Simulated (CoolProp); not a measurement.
Vapour-liquid equilibrium of hydrogen sulfide (1) + n-pentane (2) at 176 kPa; x and y are mole fractions of (1).

Values from CoolProp's multi-fluid Helmholtz-energy mixture model, Lemmon 2006 and Thol 2019; pair parameters Kunz 2012.

```
x     bubble temperature (K)  y at the bubble point  dew temperature at overall composition x (K)  liquid density (mol/L)
----  ----------------------  ---------------------  --------------------------------------------  ----------------------
0.05                   297.8                  0.623                                         324.7                   8.872
0.15                   260.4                  0.932                                         321.1                   10.02
0.25                   243.5                  0.976                                         317.2                   11.03
0.35                   235.6                  0.987                                         312.8                   12.06
0.45                   232.0                  0.990                                         308.0                   13.20
0.55                   230.3                  0.992                                         302.5                   14.55
0.65                   229.3                  0.993                                         295.9                   16.20
0.75                   228.4                  0.994                                         287.6                   18.29
0.85                   227.2                  0.995                                         276.0                   21.04
0.95                   225.5                  0.998                                         255.0                   24.81
```

No azeotrope shows between x = 0.05 and 0.95.

The pair parameters rest on a limited set of measurements; away from them the model extrapolates. With so large a gap from Raoult's law the liquid may split in two, which this calculation doesn't test in full.
